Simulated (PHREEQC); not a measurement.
Consider water at 25 °C with 3.2 mol NaOH, 0.37 mol K2SO4 and 0.000355 mol H4SiO4 per kg of water. Closed to the air; pH follows from the charge balance.

Computed with PHREEQC (Pitzer model, pitzer.dat).

Precipitation was switched off in this run.

Question: Predict the pH.

Answer: pH 14.58.

In brines, pH and single-ion activities rest on the MacInnes convention.
